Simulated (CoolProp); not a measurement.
Saturation properties of hydrogen chloride.

The numbers come from the reference Helmholtz-energy equation of state, Thol 2018 in CoolProp.

```json
[
 {"T (K)": "168.3", "p (kPa)": "28.27", "liquid density (kg/m³)": "1233", "vapour density (kg/m³)": "0.7455"},
 {"T (K)": "176.6", "p (kPa)": "50.09", "liquid density (kg/m³)": "1213", "vapour density (kg/m³)": "1.267"},
 {"T (K)": "184.9", "p (kPa)": "83.85", "liquid density (kg/m³)": "1193", "vapour density (kg/m³)": "?"},
 {"T (K)": "193.2", "p (kPa)": "?", "liquid density (kg/m³)": "1172", "vapour density (kg/m³)": "3.147"},
 {"T (K)": "201.5", "p (kPa)": "204.4", "liquid density (kg/m³)": "1151", "vapour density (kg/m³)": "4.669"},
 {"T (K)": "209.8", "p (kPa)": "301.2", "liquid density (kg/m³)": "1130", "vapour density (kg/m³)": "6.708"},
 {"T (K)": "218.2", "p (kPa)": "431.8", "liquid density (kg/m³)": "1107", "vapour density (kg/m³)": "9.412"},
 {"T (K)": "226.5", "p (kPa)": "599.4", "liquid density (kg/m³)": "1083", "vapour density (kg/m³)": "12.85"},
 {"T (K)": "234.8", "p (kPa)": "812.0", "liquid density (kg/m³)": "1059", "vapour density (kg/m³)": "?"},
 {"T (K)": "243.1", "p (kPa)": "1077", "liquid density (kg/m³)": "1034", "vapour density (kg/m³)": "?"},
 {"T (K)": "251.4", "p (kPa)": "1401", "liquid density (kg/m³)": "1007", "vapour density (kg/m³)": "?"},
 {"T (K)": "259.7", "p (kPa)": "1792", "liquid density (kg/m³)": "978.3", "vapour density (kg/m³)": "37.73"},
 {"T (K)": "268", "p (kPa)": "2258", "liquid density (kg/m³)": "947.9", "vapour density (kg/m³)": "48.07"},
 {"T (K)": "276.3", "p (kPa)": "2809", "liquid density (kg/m³)": "914.9", "vapour density (kg/m³)": "?"},
 {"T (K)": "284.6", "p (kPa)": "3453", "liquid density (kg/m³)": "?", "vapour density (kg/m³)": "77.14"}
]
```

### Question
Fill in the missing entries.

### Answer

- 184.9, vapour density (kg/m³): 2.042
- 193.2, p (kPa): 133.7
- 234.8, vapour density (kg/m³): 17.19
- 243.1, vapour density (kg/m³): 22.62
- 251.4, vapour density (kg/m³): 29.37
- 276.3, vapour density (kg/m³): 60.94
- 284.6, liquid density (kg/m³): 878.8

It boils at 188.2 K under 1 atm.
